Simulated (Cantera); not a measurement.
An isothermal, constant-pressure homogeneous reactor starts with CH4 : CO2 : H2 = 1 : 3.2 : 0.063 (molar parts), at 1750 K and 1.40 bar.

Model: GRI-Mech 3.0 (53 species, 325 reactions), integrated in Cantera.

One state of this run: x CH4 = 0.213; x CO2 = 0.740; x H2 = 0.0309; x C2H4 = 0.00546; x HO2 = <1e-12; x CO = 0.00341; x C2H2 = 0.00172. x: mole fraction; the columns are a selection and need not sum to one.

Problem. Which value of t (s) does it belong to?
A. 0.0516
B. 3.44e-5
C. 0.00451
D. 0.000393

Solution. D, 0.000393
